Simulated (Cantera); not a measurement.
Source: NASA polynomial tables (part measured, part estimated), evaluated in Cantera. Values are per mole of reaction as written; species without (g) are pure solids or liquids, kept so even where they would boil at 1 bar.

1.143 Ti + O2(g) ⇌ 0.2857 Ti4O7

| T (K) | ΔH° (kJ) | ΔS° (J/K) | ΔG° (kJ) | log10 K | condensed phases |
|---|---|---|---|---|---|
| 300 | … | … | … | … | Ti(α), Ti4O7(s) |
| 2048 | -908.6 | -141.4 | -619.0 | 15.79 | Ti(l), Ti4O7(l) |
| 2248 | … | … | … | … | Ti(l), Ti4O7(l) |
| 2448 | … | … | … | … | Ti(l), Ti4O7(l) |
| 2648 | … | … | … | … | Ti(l), Ti4O7(l) |
| 2848 | -898.3 | -137.2 | -507.7 | 9.31 | Ti(l), Ti4O7(l) |

Fill in the missing entries.


- 300, ΔH° (kJ): -972.7
- 300, ΔS° (J/K): -183.5
- 300, ΔG° (kJ): -917.7
- 300, log10 K: 159.78
- 2248, ΔH° (kJ): -905.9
- 2248, ΔS° (J/K): -140.2
- 2248, ΔG° (kJ): -590.8
- 2248, log10 K: 13.73
- 2448, ΔH° (kJ): -903.3
- 2448, ΔS° (J/K): -139.1
- 2448, ΔG° (kJ): -562.9
- 2448, log10 K: 12.01
- 2648, ΔH° (kJ): -900.8
- 2648, ΔS° (J/K): -138.1
- 2648, ΔG° (kJ): -535.2
- 2648, log10 K: 10.56
